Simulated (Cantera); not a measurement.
A perfectly stirred reactor is fed with 20.0 % CH4, 80.0 % N2, at 810 Pa; it is held at 1398 K, and followed from long to short residence time.

Model: GRI-Mech 3.0 (53 species, 325 reactions), integrated in Cantera. GRI-Mech 3.0 stops at C3 and has no aromatics, soot or wall deposition, so with more carbon than oxygen in the feed, carbon stays in small species such as C2H2 where larger ones or solid carbon would form. Radical loss at walls, strong at low pressure, is not modelled.

Predict: x(CH4) at τ = 20.0 s; x(CH2) at τ = 20.0 s; x(H2) at τ = 20.0 s; x(CH3) at τ = 20.0 s; x(CH4) at τ = 0.300 s; x(H2) at τ = 0.300 s; x(CH3) at τ = 0.300 s.


```json
{
  "x(CH4) at τ = 20.0 s": "0.169",
  "x(CH2) at τ = 20.0 s": "5.52e-9",
  "x(H2) at τ = 20.0 s": "0.0373",
  "x(CH3) at τ = 20.0 s": "0.000165",
  "x(CH4) at τ = 0.300 s": "0.200",
  "x(H2) at τ = 0.300 s": "4.67e-5",
  "x(CH3) at τ = 0.300 s": "4.19e-5"
}
```
